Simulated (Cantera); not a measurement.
A closed system holds: 1 mol FeS, 100 mol H2, held at 0.0440 bar.

Cantera equilibrium calculation (NASA polynomials, part measured and part estimated; ideal gas, pure solids and liquids). Candidate condensed phases: Fe, FeS, FeS2, S; 8 gas species. Mutual solubility and eutectic melting of coexisting phases are not modelled. FeS: taken at fixed stoichiometry. Equilibrium is a limit: real reactors are often held back by kinetics, nucleation or transport.

Which condensed phases are stable at each of these points (T (K)): 650, 700, 750, 800, 850, 900, 950, 1000, 1050, 1100, 1150, 1200, 1250?


```json
[
 {"T (K)": "650", "condensed phases": "Fe(α) + FeS(s)", "Fe condensed (%)": "100.0"},
 {"T (K)": "700", "condensed phases": "Fe(α) + FeS(s)", "Fe condensed (%)": "100.0"},
 {"T (K)": "750", "condensed phases": "Fe(α) + FeS(s)", "Fe condensed (%)": "100.0"},
 {"T (K)": "800", "condensed phases": "Fe(α) + FeS(s)", "Fe condensed (%)": "100.0"},
 {"T (K)": "850", "condensed phases": "Fe(α) + FeS(s)", "Fe condensed (%)": "100.0"},
 {"T (K)": "900", "condensed phases": "Fe(α) + FeS(s)", "Fe condensed (%)": "100.0"},
 {"T (K)": "950", "condensed phases": "Fe(α) + FeS(s)", "Fe condensed (%)": "100.0"},
 {"T (K)": "1000", "condensed phases": "Fe(α) + FeS(s)", "Fe condensed (%)": "100.0"},
 {"T (K)": "1050", "condensed phases": "Fe(α) + FeS(s)", "Fe condensed (%)": "100.0"},
 {"T (K)": "1100", "condensed phases": "Fe(α) + FeS(s)", "Fe condensed (%)": "100.0"},
 {"T (K)": "1150", "condensed phases": "Fe(α) + FeS(s)", "Fe condensed (%)": "100.0"},
 {"T (K)": "1200", "condensed phases": "Fe(γ) + FeS(s)", "Fe condensed (%)": "100.0"},
 {"T (K)": "1250", "condensed phases": "Fe(γ) + FeS(s)", "Fe condensed (%)": "100.0"}
]
```

From 650 K to 1150 K the condensed part is Fe(α) + FeS(s). From 1200 K to 1250 K the condensed part is Fe(γ) + FeS(s).
